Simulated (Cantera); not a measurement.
A freely propagating, adiabatic, planar premixed flame of 21.4 % H2, 13.5 % O2, 65.1 % N2, unburnt at 650 K and 6.80 bar; mixture-averaged transport, grid criteria slope 0.08 and curve 0.16, no radiation.

Detailed kinetics in Cantera: the H2/O2 subset of GRI-Mech 3.0, which has no nitrogen chemistry. The hydrogen kinetics of GRI-Mech 3.0 are dated; newer H2 mechanisms differ, most at raised pressure. Burning velocities carry a grid error of a few per cent, more on coarse grids.

x: mole fraction of selected species; z is measured from the peak of heat release.

| z (mm) | T (K) | u (m/s) | x H2 | x O2 | x H2O2 | x O | x HO2 | x OH |
|---|---|---|---|---|---|---|---|---|
| -0.139 | 650 | 3.51 | 0.214 | 0.135 | <1e-8 | <1e-8 | <1e-8 | <1e-8 |
| -0.0926 | 650 | 3.51 | 0.213 | 0.136 | 1.12e-8 | <1e-8 | 1.30e-7 | <1e-8 |
| -0.0695 | 651 | 3.50 | 0.211 | 0.136 | 1.25e-7 | <1e-8 | 1.44e-6 | <1e-8 |
| -0.0463 | 655 | 3.50 | 0.203 | 0.137 | 1.35e-6 | 7.70e-8 | 1.55e-5 | <1e-8 |
| -0.0232 | 748 | 3.86 | 0.169 | 0.139 | 5.48e-5 | 1.41e-5 | 0.000593 | 4.40e-5 |
| -0.0116 | 1015 | 5.10 | 0.127 | 0.127 | 0.000104 | 0.000297 | 0.000723 | 0.000663 |
| 0 | [?] | 6.85 | [?] | [?] | [?] | [?] | [?] | [?] |
| 0.0116 | 1659 | 8.14 | 0.0376 | 0.0655 | 5.45e-6 | 0.00412 | 0.000209 | 0.00593 |
| 0.0232 | 1815 | 8.88 | 0.0207 | 0.0491 | 3.40e-6 | 0.00483 | 0.000123 | 0.00863 |
| 0.0463 | 1968 | 9.59 | 0.0111 | 0.0396 | 2.08e-6 | 0.00390 | 6.30e-5 | 0.00992 |
| 0.0926 | 2081 | 10.1 | 0.00613 | 0.0363 | 1.29e-6 | 0.00208 | 2.98e-5 | 0.00842 |
| 0.185 | 2144 | 10.4 | 0.00279 | 0.0351 | 7.96e-7 | 0.000898 | 1.28e-5 | 0.00599 |
| 0.370 | 2173 | 10.5 | [?] | 0.0348 | [?] | [?] | [?] | [?] |

Problem. Complete the blanks.

Solution. 
- 0, T (K): 1387
- 0, x H2: 0.0753
- 0, x O2: 0.0970
- 0, x H2O2: 2.67e-5
- 0, x O: 0.00199
- 0, x HO2: 0.000396
- 0, x OH: 0.00252
- 0.370, x H2: 0.00113
- 0.370, x H2O2: 5.01e-7
- 0.370, x O: 0.000370
- 0.370, x HO2: 5.87e-6
- 0.370, x OH: 0.00401
